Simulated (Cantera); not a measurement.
A closed system holds: 1 mol Si(CH3)4, 620 mol H2, 0.14 mol C2H4, equilibrated at 2375 K and 1.33 mbar.

Cantera equilibrium calculation (NASA polynomials, part measured and part estimated; ideal gas, pure solids and liquids). Equilibrium is a limit: real reactors are often held back by kinetics, nucleation or transport.

```csv
species,before,after
H2,0.678,0.604
H,0.318,0.300
Si,0.00120,0.0748
SiC2,0.000132,0.0133
Si2C,4.90e-7,0.00244
Si2,2.36e-8,9.25e-5
SiC,2.21e-7,1.75e-5
SiH,1.16e-5,0.000685
SiH2,3.88e-7,2.16e-5
C3,2.35e-5,4.80e-5
"C(graphite), mol",0,3.89
```
Gas species are given as mole fractions.

Q: Which change was made?
A) C2H4 from 0.14 to 0.77 mol
B) pressure from 1.33 mbar to 10.0 mbar
C) temperature from 2375 K to 1748 K
D) H2 from 620 to 1.8 mol

A: D, H2 from 620 to 1.8 mol. Gases not in the tables: Si2H6 and higher silanes
